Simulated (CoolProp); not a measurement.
The numbers come from the reference Helmholtz-energy equation of state, Span 2000 in CoolProp.

Task: For nitrogen, give the phase and the cp (kJ/(kg K)), speed of sound (m/s), Joule-Thomson coefficient (K/MPa) at 253.1 K and 261 kPa.

Result: 
- 253.1 K and 261 kPa: gas; cp 1.05, speed of sound 324, Joule-Thomson coefficient 3.00
